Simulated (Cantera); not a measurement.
A closed system holds: 1 mol TEOS, 1.4 mol NO, at 11.3 Torr.

These are equilibrium values from Cantera (NASA tables, ideal gas, pure condensed phases), not measurements of a reactor. Candidate condensed phases: C, C6H6, C7H8, C8H18, H2O, Si, SiC, SiO2, Si2N2O, Si3N4; 151 gas species. The feed counts by its element totals alone. Mutual solubility and eutectic melting of coexisting phases are not modelled. The tables hold silica as quartz up to 1696 K and as liquid above; real silica turns to tridymite and cristobalite and melts near 1996 K. Gases not in the tables: Si2H6 and higher silanes. The numbers say what is thermodynamically allowed, not how fast it happens.

What share of the Si ends up in condensed phases as a function of T (K), at 1148, 1223, 1298, 1373, 1448, 1523, 1598, 1673, 1748, 1823, 1898, 1973, 2048, 2123?


| T (K) | Si condensed (%) | as |
|---|---|---|
| 1148 | 100.0 | SiO2(β-quartz) |
| 1223 | 100.0 | SiO2(β-quartz) |
| 1298 | 100.0 | SiO2(β-quartz) + Si2N2O(s) |
| 1373 | 99.9 | Si2N2O(s) |
| 1448 | 99.5 | Si2N2O(s) |
| 1523 | 98.8 | SiC(s) |
| 1598 | 98.4 | SiC(s) |
| 1673 | 98.0 | SiC(s) |
| 1748 | 97.4 | SiC(s) |
| 1823 | 96.8 | SiC(s) |
| 1898 | 96.1 | SiC(s) |
| 1973 | 95.1 | SiC(s) |
| 2048 | 93.8 | SiC(s) |
| 2123 | 91.6 | SiC(s) |
